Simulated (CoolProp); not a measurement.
Vapour-liquid equilibrium of CHF3 (R23) (1) + R22 (2) at 0.358 MPa; x and y are mole fractions of (1).

Values from CoolProp's multi-fluid Helmholtz-energy mixture model, Penoncello 2003 and Kamei 1995; pair parameters Bell 2016.

### Question
Give the bubble temperature and the first vapour's composition at x = 0.35, 0.65, 0.85. Is there an azeotrope?

### Answer
x = 0.35: -38.9 °C, y = 0.774; x = 0.65: -49.3 °C, y = 0.915; x = 0.85: -53.9 °C, y = 0.966. No azeotrope shows between x = 0.05 and 0.95.

Pair parameters are fitted to limited data, so mixtures are less certain than the pure fluids.
